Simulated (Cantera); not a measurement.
Input: 1 mol BN, 9.9 mol F2, 83 mol H2, held at 1427 °C and 0.100 bar.

These are equilibrium values from Cantera (NASA tables, ideal gas, pure condensed phases), not measurements of a reactor. Candidate condensed phases: B, BN; 31 gas species. The tables' values for BF2 are old estimates; treat these amounts as uncertain. Kinetics and transport are ignored.

Base state: H2 0.802, HF 0.181, BF3 0.0105, N2 0.00538, H 0.000417, BHF2 0.000112, BF2 0.000109 (mole fractions); condensed: gas only.

Task: What changes in the equilibrium state with this change: temperature from 1427 °C to 1577 °C?

Result: 
```csv
species,before,after
H2,0.802,0.801
HF,0.181,0.181
BF3,0.0105,0.0100
H,0.000417,0.00152
BF,1.59e-6,2.15e-5
BF2,0.000109,0.000475
BHF2,0.000112,0.000214
N2,0.00538,0.00538
```

Task: What changes in the equilibrium state with this change: temperature from 1427 °C to 1575 °C?

Result: 
```json
[
 {"species": "H2", "before": "0.802", "after": "0.801"},
 {"species": "HF", "before": "0.181", "after": "0.181"},
 {"species": "BF3", "before": "0.0105", "after": "0.0101"},
 {"species": "H", "before": "0.000417", "after": "0.00150"},
 {"species": "BF", "before": "1.59e-6", "after": "2.09e-5"},
 {"species": "BF2", "before": "0.000109", "after": "0.000466"}
]
```

Task: What changes in the equilibrium state with this change: F2 from 9.9 to 6.9 mol?

Result: 
| species | before | after |
|---|---|---|
| H2 | 0.802 | 0.862 |
| HF | 0.181 | 0.120 |
| BF3 | 0.0105 | 0.0108 |
| BHF2 | 0.000112 | 0.000185 |
| BF2 | 0.000109 | 0.000173 |
